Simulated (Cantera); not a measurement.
Low-pressure radical oxidation in H2/O2

An isothermal, constant-pressure homogeneous reactor starts with 0.596 % H₂, 99.4 % O₂, at 1048 K and 2670 Pa.

Cantera simulation using the H2/O2 subset of GRI-Mech 3.0, which has no nitrogen chemistry; the numbers are that mechanism's predictions, not measurements. Radical loss at walls, strong at low pressure, is not modelled.

| t (s) | x H₂ | x O₂ | x H₂O | x HO₂ | x H |
|---|---|---|---|---|---|
| 3.00e-6 | 0.00596 | 0.994 | <1e-12 | 1.21e-12 | 1.17e-12 |
| 1.18e-5 | 0.00596 | 0.994 | <1e-12 | 4.74e-12 | 4.18e-12 |
| 4.60e-5 | 0.00596 | 0.994 | <1e-12 | 1.86e-11 | 1.20e-11 |
| 0.000180 | 0.00596 | 0.994 | 1.06e-11 | 7.36e-11 | 2.38e-11 |
| 0.000706 | 0.00596 | 0.994 | 2.71e-10 | 2.93e-10 | 6.75e-11 |
| 0.00277 | 0.00596 | 0.994 | 1.70e-8 | 1.47e-9 | 1.51e-9 |
| 0.0108 | 0.00440 | 0.993 | 0.00125 | 3.75e-6 | 0.000141 |
| 0.0425 | 1.02e-5 | 0.992 | 0.00585 | 1.52e-6 | 5.95e-5 |
| 0.166 | 1.81e-6 | 0.994 | 0.00594 | 6.39e-7 | 4.86e-6 |
| 0.652 | 1.67e-7 | 0.994 | 0.00597 | 1.57e-7 | 1.58e-7 |
| 2.55 | 1.42e-8 | 0.994 | 0.00598 | 2.63e-8 | 4.64e-9 |
| 10.0 | 1.62e-9 | 0.994 | 0.00598 | 4.21e-9 | 2.06e-10 |
x: mole fraction; the columns are a selection and need not sum to one.

Equilibrium at this temperature and pressure: H₂ 1.27e-11, O₂ 0.994, H₂O 0.00598, HO₂ 6.14e-10, H <1e-12 (gas phase only).
